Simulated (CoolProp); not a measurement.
Octamethyltrisiloxane (MDM) at several states: density (kg/m³) from the reference equation and from simpler models built on Tc = 292.2 °C, pc = 1.438 MPa, ω = 0.528; each cubic takes its own stable root.

Computed with CoolProp (reference Helmholtz-energy equation of state, Thol 2017).

| T (°C) | p (MPa) | phase | reference | Redlich-Kwong | Soave-Redlich-Kwong | Peng-Robinson |
|---|---|---|---|---|---|---|
| -51.55 | 0.0158 | liquid | ? | 747.0 | 771.1 | ? |
| 228.05 | 3.53 | liquid | 596.6 | 520.4 | 547.8 | 616.6 |
| 90.25 | 0.0336 | liquid | 747.5 | 2.705 | 680.0 | 767.0 |
| 3.35 | 0.0636 | liquid | 836.9 | 709.0 | 742.6 | ? |
| 260.45 | 4.96 | liquid | 565.4 | 508.3 | 521.5 | ? |

Q: Some entries are withheld; supply them.

A: 
- -51.55, reference: 890.5
- -51.55, Peng-Robinson: 863.4
- 3.35, Peng-Robinson: 833.5
- 260.45, Peng-Robinson: 584.0

At some of these states Redlich-Kwong gives the other phase, because its saturation line lies elsewhere.
